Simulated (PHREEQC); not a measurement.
Dissolve 1.1 mmol/kgw H2SO4, 34 mmol/kgw NaCl and 1.9 mmol/kgw KCl at 20 °C. Closed to the air; pH follows from the charge balance.

Equilibrium calculation in PHREEQC: ion-association model, phreeqc.dat.

| quantity | before | after |
|---|---|---|
| pH | 2.74 | 3.02 |
| SI of Halite (NaCl) | -4.64 | -5.20 |

**Question.** What was changed between the two runs?
A) KCl left out
B) H2SO4 from 0.0011 to 0.00165 mol/kgw
C) KCl from 0.0019 to 0.0038 mol/kgw
D) diluted 2-fold with water
E) H2SO4 from 0.0011 to 0.0055 mol/kgw

**Answer.** D, diluted 2-fold with water

Precipitation was switched off in this run.
